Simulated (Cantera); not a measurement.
Input (Python, Cantera) and output of one run.

```python
import numpy as np
import cantera as ct

gas_names = """
    B BH BH2 BH3 BN B2 H H2 N NH NH2 NH3 N2 N2H2 N2H4
""".split()
cond_names = """
    B(b) B(L) BN(s)
""".split()


# ... load() reads the species with a 1 bar reference pressure and builds the phases ...
atoms = {
    'BN': {'B': 1, 'N': 1},
    'H2': {'H': 2},
}
top_T = {'BN(s)': 3200}  # K; cautious upper limits of use, not melting points


# ... equilibrate(T, P, feed) seeds the gas with the atoms and calls Mixture.equilibrate('TP', solver="vcs", rtol=1e-11, max_steps=5000) ...
results = []
feed = {'BN': 1, 'H2': 2.2}  # mol
T = 1248  # K
P = 6.5  # Pa
mix = equilibrate(T, P, feed)
results.append((T, P, feed, dict(zip(mix.species_names, mix.species_moles))))
print(gas.report(threshold=1e-05))
for i in range(1, mix.n_phases):
    print(f"{mix.phase(i).name:16s} {mix.phase_moles(i):12.5e} mol")
```

It prints:

```
       temperature   1248 K
          pressure   6.5 Pa
           density   1.2628e-06 kg/m^3
  mean mol. weight   2.0159 kg/kmol
   phase of matter   gas

                          1 kg             1 kmol
                     ---------------   ---------------
          enthalpy        1.4049e+07        2.8322e+07  J
   internal energy         8.902e+06        1.7946e+07  J
           entropy         1.256e+05        2.5321e+05  J/K
    Gibbs function        -1.427e+08       -2.8768e+08  J
 heat capacity c_p             15527             31301  J/K
 heat capacity c_v             11402             22987  J/K

                      mass frac. Y      mole frac. X     chem. pot. / RT
                     ---------------   ---------------   ---------------
                 H        2.8963e-05        5.7924e-05           -13.862
                H2           0.99997           0.99994           -27.725
     [  +13 minor]        2.8469e-06        3.2052e-07

B(b)              0.00000e+00 mol
BN(s)             1.00000e+00 mol
```

Equilibrium computed with Cantera from the NASA thermochemical tables; the gas is ideal and each condensed phase is pure.
